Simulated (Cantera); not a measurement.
A closed system holds: 1 mol CuO, 0.72 mol CO, 0.11 mol H₂, equilibrated at 480 Torr.

Method: chemical equilibrium by Gibbs-energy minimisation in Cantera with the NASA 1993 tables (ideal gas, pure condensed phases). Candidate condensed phases: C, C₆H₆, C₇H₈, C₈H₁₈, Cu, CuO, Cu(OH)₂, Cu₂O, H₂O; 113 gas species. Each liquid is taken as pure. Mutual solubility and eutectic melting of coexisting phases are not modelled. Rates play no part.

**Question.** Which condensed phases are stable at each of these points (T (K)): 1275, 1425, 1575, 1725, 1875, 2025, 2175, 2325?

**Answer.** 
| T (K) | condensed phases | Cu condensed (%) |
|---|---|---|
| 1275 | Cu(s) + Cu₂O(s) | 100.0 |
| 1425 | Cu(l) + Cu₂O(s) | 100.0 |
| 1575 | Cu(l) + Cu₂O(l) | 100.0 |
| 1725 | Cu(l) + Cu₂O(l) | 100.0 |
| 1875 | Cu(l) + Cu₂O(l) | 99.8 |
| 2025 | Cu(l) + Cu₂O(l) | 99.3 |
| 2175 | Cu(l) + Cu₂O(l) | 97.1 |
| 2325 | Cu(l) | 90.4 |

At 1275 K the condensed part is Cu(s) + Cu₂O(s). At 1425 K the condensed part is Cu(l) + Cu₂O(s). From 1575 K to 2175 K the condensed part is Cu(l) + Cu₂O(l). At 2325 K the condensed part is Cu(l).
